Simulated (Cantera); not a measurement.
**AlI3 + N2O + H2 (aluminium nitride and oxide growth)**

Charge: 1 mol AlI3, 0.52 mol N2O, 17 mol H2, held at 13300 Pa.

Cantera equilibrium calculation (NASA polynomials, part measured and part estimated; ideal gas, pure solids and liquids). Candidate condensed phases: Al, AlI3, AlN, Al2O3, H2O, I2; 41 gas species. Mutual solubility and eutectic melting of coexisting phases are not modelled. The tables' values for AlOH are old estimates; treat these amounts as uncertain. Condensed phases not in the tables: aluminium oxynitride. Equilibrium is a limit: real reactors are often held back by kinetics, nucleation or transport.

```csv
T (°C),x H2,x I,x HI,x AlI,x N2,x AlI3,x H,n AlN(s),n Al2O3(s)
1125,0.843,0.0479,0.0875,0.000514,0.0136,0.00654,1.19e-5,0.518,0.173
1175,0.843,0.0563,0.0799,0.00133,0.0136,0.00575,2.32e-5,0.517,0.173
1225,0.841,0.0644,0.0722,0.00312,0.0139,0.00477,4.32e-5,0.500,0.173
1275,0.839,0.0714,0.0641,0.00659,0.0150,0.00365,7.72e-5,0.454,0.173
1325,0.835,0.0763,0.0557,0.0124,0.0173,0.00250,0.000133,0.360,0.173
1375,0.831,0.0782,0.0468,0.0210,0.0210,0.00151,0.000222,0.206,0.173
1425,0.826,0.0767,0.0382,0.0317,0.0259,0.000797,0.000360,0,0.173
1475,0.826,0.0814,0.0341,0.0320,0.0258,0.000349,0.000569,0,0.173
1525,0.825,0.0853,0.0303,0.0322,0.0257,0.000156,0.000876,0,0.173
1575,0.825,0.0886,0.0270,0.0322,0.0257,7.20e-5,0.00132,0,0.173
1625,0.825,0.0914,0.0240,0.0321,0.0256,3.41e-5,0.00194,0,0.173
1675,0.824,0.0939,0.0215,0.0321,0.0256,1.67e-5,0.00281,0,0.173
1725,0.823,0.0960,0.0192,0.0320,0.0255,8.42e-6,0.00399,0,0.172
1775,0.821,0.0979,0.0173,0.0318,0.0255,4.36e-6,0.00556,0,0.171
```
x: gas mole fraction; n: condensed amount in mol.

From 1125 °C to 1375 °C the condensed part is AlN(s) + Al2O3(s). From 1425 °C to 1775 °C the condensed part is Al2O3(s). The main Al-bearing gas is AlI3 at 1125 °C and AlI at 1775 °C. The share of Al in condensed phases is highest at 1125 °C (86.5 %) and lowest at 1775 °C (34.2 %).
